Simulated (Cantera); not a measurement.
An isothermal, constant-pressure homogeneous reactor starts with NH₃ : N₂ = 1 : 1.8 (molar parts), at 1375 K and 0.0267 bar. Integrator tolerance rtol = 1e-08.

Cantera simulation using the gas-phase N/H chemistry of the illustrative SiF4/NH3 mechanism in the Surface Chemkin manual (1991); the numbers are that mechanism's predictions, not measurements. Walls and surfaces, which speed up NH3 decomposition in real reactors, are not modelled.

Q: What does this change do: NH3 1 to 5.1 parts?

A: 
| quantity | before | after |
|---|---|---|
| x(NH₃) at 200 s | 0.334 (gas-phase equilibrium 4.72e-7) | 0.698 (gas-phase equilibrium 7.50e-7) |
| x(NH₂) at 200 s | 1.57e-5 (gas-phase equilibrium 3.12e-11) | 1.98e-5 (gas-phase equilibrium 3.90e-11) |
| x(H) at 200 s | 6.06e-7 (gas-phase equilibrium 1.33e-5) | 5.10e-7 (gas-phase equilibrium 1.69e-5) |
| x(N₂) at 200 s | 0.640 (gas-phase equilibrium 0.605) | 0.266 (gas-phase equilibrium 0.362) |
| x(H₂) at 200 s | 0.0252 (gas-phase equilibrium 0.395) | 0.0352 (gas-phase equilibrium 0.637) |

Q: What does this change do: temperature 1375 to 2200 K?

A: 
| quantity | before | after |
|---|---|---|
| x(NH₃) at 200 s | 0.334 (gas-phase equilibrium 4.72e-7) | 7.18e-8 (gas-phase equilibrium 7.18e-8) |
| x(NH₂) at 200 s | 1.57e-5 (gas-phase equilibrium 3.12e-11) | 1.25e-8 (gas-phase equilibrium 1.25e-8) |
| x(H) at 200 s | 6.06e-7 (gas-phase equilibrium 1.33e-5) | 0.0214 (gas-phase equilibrium 0.0214) |
| x(N₂) at 200 s | 0.640 (gas-phase equilibrium 0.605) | 0.599 (gas-phase equilibrium 0.599) |
| x(H₂) at 200 s | 0.0252 (gas-phase equilibrium 0.395) | 0.380 (gas-phase equilibrium 0.380) |

Q: What does this change do: NH3 1 to 2.6 parts?

A: 
```
quantity                                           before                                     after
---------------  ----------------------------------------  ----------------------------------------
x(NH₃) at 200 s     0.334 (gas-phase equilibrium 4.72e-7)     0.557 (gas-phase equilibrium 6.77e-7)
x(NH₂) at 200 s  1.57e-5 (gas-phase equilibrium 3.12e-11)  1.86e-5 (gas-phase equilibrium 3.77e-11)
x(H) at 200 s     6.06e-7 (gas-phase equilibrium 1.33e-5)   5.51e-7 (gas-phase equilibrium 1.58e-5)
x(N₂) at 200 s        0.640 (gas-phase equilibrium 0.605)       0.411 (gas-phase equilibrium 0.443)
x(H₂) at 200 s       0.0252 (gas-phase equilibrium 0.395)      0.0323 (gas-phase equilibrium 0.557)
```
